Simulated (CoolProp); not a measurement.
A simple Rankine cycle with water: condensing at 315.15 K, boiler at 0.329 MPa, turbine inlet 414.8 K, turbine efficiency 0.8, pump efficiency 0.8, no recuperator. Each further row changes one setting.

Values from CoolProp's reference Helmholtz-energy equation of state, Wagner 2002.

| case | thermal efficiency (%) | net work (kJ/kg) | heat in (kJ/kg) | turbine exit temperature (K) | volume ratio over the turbine |
|---|---|---|---|---|---|
| as stated | 17.2 | 440 | 2560 | 315.1 | 27.7 |
| turbine inlet 434.8 K | 17.2 | 449 | 2610 | 315.1 | 26.7 |
| condensing temperature 307.15 K | 18.5 | [?] | 2600 | 307.1 | 41.2 |
| boiler pressure 0.23 MPa | [?] | [?] | [?] | 315.1 | 19.6 |
| turbine efficiency 0.7 | 15.0 | 385 | 2560 | 315.1 | 28.4 |

Q: Fill in the missing entries.

A: 
- condensing temperature 307.15 K, net work (kJ/kg): 482
- boiler pressure 0.23 MPa, thermal efficiency (%): 15.6
- boiler pressure 0.23 MPa, net work (kJ/kg): 402
- boiler pressure 0.23 MPa, heat in (kJ/kg): 2570

The expansion ends wet for: as stated; turbine inlet 434.8 K; condensing temperature 307.15 K; boiler pressure 0.23 MPa; turbine efficiency 0.7.
